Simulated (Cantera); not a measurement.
Input (Python, Cantera):

```python
import numpy as np
import cantera as ct

gas = ct.Solution("gri30.yaml")
gas.TPX = 1550, 1000000, {'CO': 1, 'H2': 0.34, 'CH4': 0.62, 'O2': 5.97, 'N2': 22.4, 'H2O': 8.2}
reactor = ct.IdealGasConstPressureReactor(gas, energy="on", clone=False)
net = ct.ReactorNet([reactor])
net.rtol, net.atol = 1e-08, 1e-16
show = ['CO', 'H2', 'CH4', 'CH3', 'H2O']
times = np.geomspace(9e-06, 1, 12)

steps = ct.SolutionArray(gas, extra=["t"])
rows = []
print(f"{'t/s':>10s}{'T/K':>9s}{'P/Pa':>11s}" + "".join(f"{s:>11s}" for s in show))
for t in times:
    while net.time < t:
        t_next = net.step()
        steps.append(gas.state, t=t_next)
    rows.append([np.interp(t, steps.t, y) for y in (steps.T, steps.P, *steps(*show).X.T)])
    print(f"{t:10.3e}{rows[-1][0]:9.1f}{rows[-1][1]:11.4g}" + "".join(f"{x:11.3e}" for x in rows[-1][2:]))
rate = np.gradient(steps.T, steps.t)
print("integrator steps:", len(steps.t))
if steps.T.max() > steps.T[0] + 200:
    print(f"time of steepest temperature rise: {steps.t[rate.argmax()]:.4e} s")
gas.TPX = 1550, 1000000, {'CO': 1, 'H2': 0.34, 'CH4': 0.62, 'O2': 5.97, 'N2': 22.4, 'H2O': 8.2}
gas.equilibrate("HP")
print(f"equilibrium (HP): T = {gas.T:.1f} K  " + "  ".join(f"{s} {gas[s].X[0]:.3e}" for s in show))
```

Result:

```
       t/s      T/K       P/Pa         CO         H2        CH4        CH3        H2O
 9.000e-06   1550.3      1e+06  2.594e-02  8.777e-03  1.601e-02  6.298e-05  2.129e-01
 2.588e-05   1630.8      1e+06  2.817e-02  7.625e-03  9.203e-03  4.863e-04  2.239e-01
 7.441e-05   2096.1      1e+06  4.862e-04  1.894e-04  2.146e-15  3.616e-15  2.565e-01
 2.140e-04   2099.7      1e+06  1.213e-04  1.480e-04  9.063e-16  1.426e-15  2.567e-01
 6.153e-04   2099.7      1e+06  1.213e-04  1.480e-04  1.251e-16  1.968e-16  2.567e-01
 1.769e-03   2099.6      1e+06  1.213e-04  1.480e-04  4.329e-19  6.810e-19  2.567e-01
 5.087e-03   2099.5      1e+06  1.212e-04  1.479e-04  3.835e-21  6.049e-21  2.567e-01
 1.463e-02   2099.1      1e+06  1.209e-04  1.476e-04  2.623e-21  4.132e-21  2.567e-01
 4.206e-02   2098.1      1e+06  1.201e-04  1.467e-04  2.580e-21  4.052e-21  2.567e-01
 1.209e-01   2095.6      1e+06  1.181e-04  1.446e-04  2.466e-21  3.841e-21  2.567e-01
 3.478e-01   2090.8      1e+06  1.146e-04  1.407e-04  2.262e-21  3.471e-21  2.568e-01
 1.000e+00   2087.8      1e+06  1.123e-04  1.383e-04  2.135e-21  3.243e-21  2.568e-01
integrator steps: 1426
time of steepest temperature rise: 3.2343e-05 s
equilibrium (HP): T = 2087.5 K  CO 1.122e-04  H2 1.381e-04  CH4 3.230e-21  CH3 4.904e-21  H2O 2.568e-01
```

Detailed kinetics in Cantera: GRI-Mech 3.0 (53 species, 325 reactions).
